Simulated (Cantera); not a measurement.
Cantera run, input and output.

```python
import numpy as np
import cantera as ct

gas = ct.Solution("gri30.yaml")
gas.TPX = 1475, 22000, {'CO': 0.018, 'O2': 0.0042, 'H2O': 0.064, 'N2': 1}
reactor = ct.IdealGasConstPressureReactor(gas, energy="off", clone=False)
net = ct.ReactorNet([reactor])
net.rtol, net.atol = 1e-08, 1e-18
show = ['CO', 'O2', 'H2O', 'H', 'NO2', 'O']
times = np.geomspace(0.0007, 200, 14)

steps = ct.SolutionArray(gas, extra=["t"])
rows = []
print(f"{'t/s':>10s}{'T/K':>9s}{'P/Pa':>11s}" + "".join(f"{s:>11s}" for s in show))
for t in times:
    while net.time < t:
        t_next = net.step()
        steps.append(gas.state, t=t_next)
    rows.append([np.interp(t, steps.t, y) for y in (steps.T, steps.P, *steps(*show).X.T)])
    print(f"{t:10.3e}{rows[-1][0]:9.1f}{rows[-1][1]:11.4g}" + "".join(f"{x:11.3e}" for x in rows[-1][2:]))
rate = np.gradient(steps.T, steps.t)
print("integrator steps:", len(steps.t))
if steps.T.max() > steps.T[0] + 200:
    print(f"time of steepest temperature rise: {steps.t[rate.argmax()]:.4e} s")
gas.TPX = 1475, 22000, {'CO': 0.018, 'O2': 0.0042, 'H2O': 0.064, 'N2': 1}
gas.equilibrate("TP")
print(f"equilibrium (TP): T = {gas.T:.1f} K  " + "  ".join(f"{s} {gas[s].X[0]:.3e}" for s in show))
```

Output:

```
       t/s      T/K       P/Pa         CO         O2        H2O          H        NO2          O
 7.000e-04   1475.0    2.2e+04  1.657e-02  3.867e-03  5.892e-02  2.385e-08  1.373e-20  1.022e-08
 1.840e-03   1475.0    2.2e+04  1.657e-02  3.866e-03  5.892e-02  4.924e-07  1.566e-18  1.739e-07
 4.836e-03   1475.0    2.2e+04  1.403e-02  3.261e-03  5.707e-02  5.149e-04  5.249e-14  1.408e-04
 1.271e-02   1475.0    2.2e+04  3.867e-03  9.098e-04  5.138e-02  2.609e-03  2.890e-12  2.240e-04
 3.341e-02   1475.0    2.2e+04  3.501e-03  3.546e-04  5.257e-02  1.433e-03  4.004e-12  7.933e-05
 8.781e-02   1475.0    2.2e+04  3.366e-03  7.770e-05  5.328e-02  6.311e-04  2.420e-12  1.653e-05
 2.308e-01   1475.0    2.2e+04  3.355e-03  1.112e-05  5.354e-02  2.380e-04  1.068e-12  2.347e-06
 6.066e-01   1475.0    2.2e+04  3.365e-03  1.431e-06  5.361e-02  8.583e-05  5.009e-13  3.023e-07
 1.594e+00   1475.0    2.2e+04  3.371e-03  1.890e-07  5.364e-02  3.127e-05  2.958e-13  3.993e-08
 4.191e+00   1475.0    2.2e+04  3.373e-03  2.606e-08  5.365e-02  1.162e-05  2.209e-13  5.505e-09
 1.101e+01   1475.0    2.2e+04  3.374e-03  4.060e-09  5.365e-02  4.599e-06  1.909e-13  8.618e-10
 2.895e+01   1475.0    2.2e+04  3.374e-03  1.095e-09  5.365e-02  2.411e-06  1.758e-13  2.369e-10
 7.609e+01   1475.0    2.2e+04  3.374e-03  8.034e-10  5.365e-02  2.075e-06  1.672e-13  1.755e-10
 2.000e+02   1475.0    2.2e+04  3.374e-03  7.962e-10  5.365e-02  2.066e-06  1.613e-13  1.739e-10
integrator steps: 1892
equilibrium (TP): T = 1475.0 K  CO 3.374e-03  O2 7.952e-10  H2O 5.365e-02  H 2.064e-06  NO2 1.205e-14  O 1.737e-10
```

Model: GRI-Mech 3.0 (53 species, 325 reactions), integrated in Cantera.
